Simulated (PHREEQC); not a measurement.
Dissolve 0.0062 mol TMAH and 4.3e-06 mol H4SiO4 per kg of water at 25 °C. Closed to the air; pH follows from the charge balance.

The numbers come from PHREEQC with the ion-association model, phreeqc.dat.

| quantity | before | after |
|---|---|---|
| pH | 11.75 | 12.04 |
| H3SiO4- (mol/kgw) | 4.06e-6 | 3.88e-6 |
| H4SiO4 (mol/kgw) | 4.49e-8 | 2.15e-8 |
| SI of Quartz (SiO2) | -3.37 | -3.69 |

Problem. What was changed between the two runs?
(A) 0.002 mol/kgw KCl added
(B) TMAH from 0.0062 to 0.0124 mol/kgw
(C) TMAH replaced by (CH3)4NCl at the same molality
(D) H4SiO4 from 4.3e-06 to 3.87e-06 mol/kgw
(E) 0.0011 mol/kgw NaOH added

Solution. B, TMAH from 0.0062 to 0.0124 mol/kgw

Precipitation was switched off in this run. (CH3)4N+ isn't in the database: it is added as a free cation with an ion size of 4 Å.
